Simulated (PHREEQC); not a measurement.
Reverse-osmosis permeate: speciation

A made-up water analysis in mg/kgw, 25 °C, pH 6.75, pe 2.5: Na 7.48; K 10.4; Ca 4.2; Mg 2.92; Cl 5.8; S(6) as SO4 9.48; Alkalinity as HCO3 39.9; Zn 0.0192.

Cl is adjusted to close the charge balance.
Valence states are taken as typed.

Computed with PHREEQC (ion-association model, phreeqc.dat).

Precipitation was switched off in this run.

### Question
Estimate the specific conductance.

### Answer
specific conductance 114 µS/cm.

### Question
In which forms is S present?

### Answer
SO4-2 97 %, MgSO4 1.9 %, CaSO4 1.3 % of the S.
